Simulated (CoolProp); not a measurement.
Vapour-liquid equilibrium of acetone (1) + n-decane (2) at 88.55 °C; x and y are mole fractions of (1).

Model: multi-fluid Helmholtz-energy mixture model, Lemmon 2006 and Lemmon 2006; pair parameters Bell 2016, in CoolProp.

```tsv
x	bubble pressure, mixture model (MPa)	bubble pressure, Raoult's law (MPa)	y, mixture model	y, Raoult's law
0.05	0.03184	0.01938	0.818	0.708
0.15	0.08311	0.04624	0.934	0.891
0.25	0.1266	0.07310	0.959	0.939
0.35	0.1589	0.09995	0.970	0.961
0.45	0.1812	0.1268	0.975	0.974
0.55	0.1970	0.1537	0.979	0.983
0.65	0.2100	0.1805	0.981	0.988
0.75	0.2235	0.2074	0.985	0.993
0.85	0.2400	0.2342	0.989	0.996
0.95	0.2615	0.2611	0.996	0.999
```

The largest gap from Raoult's law is +79.7 % in bubble pressure, at x = 0.15. No azeotrope shows between x = 0.05 and 0.95.

Pair parameters are fitted to limited data, so mixtures are less certain than the pure fluids. With so large a gap from Raoult's law the liquid may split in two, which this calculation doesn't test in full.
